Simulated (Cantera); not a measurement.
Source: NASA polynomial tables (part measured, part estimated), evaluated in Cantera. Values are per mole of reaction as written; species without (g) are pure solids or liquids, kept so even where they would boil at 1 bar. TaC: taken at fixed stoichiometry.

Ta + 2 Ta2O5 → 5 TaO2(g)

```csv
T (K),ΔH° (kJ),ΔS° (J/K),ΔG° (kJ),log10 K,condensed phases
300,3087.7,1073.0,2765.8,-481.55,"Ta(s), Ta2O5(s)"
1600,2946.1,903.9,1499.9,-48.96,"Ta(s), Ta2O5(s)"
1700,___,___,___,___,"Ta(s), Ta2O5(s)"
1800,2919.5,888.2,1320.7,-38.32,"Ta(s), Ta2O5(s)"
1900,2905.9,880.9,1232.2,-33.88,"Ta(s), Ta2O5(s)"
2000,2892.1,873.8,1144.5,-29.89,"Ta(s), Ta2O5(s)"
2100,2634.3,748.5,1062.4,-26.43,"Ta(s), Ta2O5(l)"
2200,___,___,___,___,"Ta(s), Ta2O5(l)"
```

Q: What belongs in the gaps?

A: 
- 1700, ΔH° (kJ): 2932.9
- 1700, ΔS° (J/K): 895.9
- 1700, ΔG° (kJ): 1409.9
- 1700, log10 K: -43.32
- 2200, ΔH° (kJ): 2611.5
- 2200, ΔS° (J/K): 737.9
- 2200, ΔG° (kJ): 988.1
- 2200, log10 K: -23.46
